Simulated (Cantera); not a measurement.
Charge: 1 mol CH3SiCl3, 1.4 mol CH4, 18 mol H2, 0.048 mol HCl, held at 1348.15 K and 2900 Pa.

Method: chemical equilibrium by Gibbs-energy minimisation in Cantera with the NASA 1993 tables (ideal gas, pure condensed phases). Candidate condensed phases: C, C6H6, C7H8, C8H18, Si, SiC; 109 gas species. The feed counts by its element totals alone. The tables' values for SiCl3 are old estimates; treat these amounts as uncertain. Rates play no part.

Base state: H2 0.872, HCl 0.127, SiCl2 0.000196, CH4 0.000129, SiCl3 3.38e-5, SiCl4 2.92e-5, H 1.27e-5, SiHCl3 1.14e-5 (mole fractions); condensed: C(graphite) + SiC(s).

Problem. What changes in the equilibrium state with this change: CH3SiCl3 replaced by SiHCl3?

Solution. 
```
species             before     after
----------------  --------  --------
H2                   0.872     0.867
HCl                  0.127     0.133
SiCl2             0.000196  0.000215
SiCl4              2.92e-5   3.50e-5
SiCl3              3.38e-5   3.87e-5
SiHCl3             1.14e-5   1.30e-5
CH4               0.000129  0.000127
H                  1.27e-5   1.27e-5
C(graphite), mol      1.40     0.404
SiC(s), mol          0.994     0.993
```
